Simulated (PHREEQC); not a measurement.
Dissolve 89 mmol/kgw NaH2PO4 and 160 mmol/kgw KOH at 20 °C. Closed to the air; pH follows from the charge balance.

Computed with PHREEQC (ion-association model, phreeqc.dat).

| quantity | before | after |
|---|---|---|
| pH | 11.85 | 12.12 |
| ionic strength (mol/kgw) | 0.460 | 0.449 |

**Question.** Which change was made?
(A) diluted 10-fold with water
(B) NaH2PO4 from 0.089 to 0.0089 mol/kgw
(C) NaH2PO4 left out
(D) NaH2PO4 from 0.089 to 0.0801 mol/kgw
(E) NaH2PO4 replaced by NaBr at the same molality

**Answer.** D, NaH2PO4 from 0.089 to 0.0801 mol/kgw

This is a speciation only: nothing precipitates in the calculation.
